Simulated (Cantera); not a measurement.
Mixture: CH4 : O2 : N2 = 1 : 1.82 : 6.84 (molar parts), at 3750 Torr, adiabatic and at constant volume. Ignition delay is the time to a rise of 400 K.

Detailed kinetics in Cantera: GRI-Mech 3.0 (53 species, 325 reactions).

What does this change do: CH4 1 to 0.56 parts?


```
quantity                                                before       after
--------------------------------------------------  ----------  ----------
delay at 1048 K                                        85.2 ms     65.9 ms
delay at 1248 K                                        5.42 ms     4.12 ms
delay at 1448 K                                       0.553 ms    0.438 ms
delay at 1648 K                                        83.4 µs     73.1 µs
delay at 1848 K                                        19.1 µs     18.6 µs
apparent activation energy between 1648 and 1848 K  190 kJ/mol  170 kJ/mol
```
